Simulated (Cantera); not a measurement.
An adiabatic, constant-volume homogeneous reactor starts with 1.22 % CH4, 0.122 % C2H6, 1.46 % C3H8, 20.4 % O2, 76.6 % N2, 0.280 % H2, equivalence ratio 0.51, at 1225 K and 0.987 atm.

Computed with Cantera and GRI-Mech 3.0 (53 species, 325 reactions). GRI-Mech 3.0 was tuned for natural gas; its chemistry of propane as a main component is partial and can be far from experiment.

Question: Predict: time of steepest temperature rise; temperature at 1.00 s; equilibrium temperature; x(CO2) at 1.00 s.

Answer: 
```json
{
  "time_of_steepest_temperature_rise": "2.73 ms",
  "temperature at 1.00 s": "2463 K",
  "equilibrium_temperature": "2463 K",
  "x(CO2) at 1.00 s": "0.0536 (gas-phase equilibrium 0.0536)"
}
```
